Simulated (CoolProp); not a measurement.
The numbers come from the reference Helmholtz-energy equation of state, Span 2000 in CoolProp.

**Question.** For nitrogen, give the phase and the cp (kJ/(kg K)), viscosity (µPa s), conductivity (mW/(m K)) at 237.6 K and 0.366 bar.

**Answer.** 
- 237.6 K and 0.366 bar: gas; cp 1.04, viscosity 14.9, conductivity 21.3

Viscosity comes from a separate model (Lemmon 2004). Thermal conductivity comes from a separate model (Lemmon 2004).
